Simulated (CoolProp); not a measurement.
A simple Rankine cycle with n-octane: condensing at 314.15 K, boiler at 0.724 MPa, turbine inlet 503.1 K, turbine efficiency 0.8, pump efficiency 0.7, no recuperator. Each further row changes one setting.

Model: reference Helmholtz-energy equation of state, Beckmüller 2019, in CoolProp.

```csv
case,thermal efficiency (%),net work (kJ/kg),heat in (kJ/kg),turbine exit temperature (K),volume ratio over the turbine
as stated,17.8,130,730,437.5,178
turbine inlet 523.1 K,17.4,137,785,458.2,173
condensing temperature 306.15 K,18.7,140,748,433.0,266
boiler pressure 0.507 MPa,16.8,124,739,444.2,117
turbine efficiency 0.7,15.5,113,730,444.7,181
```
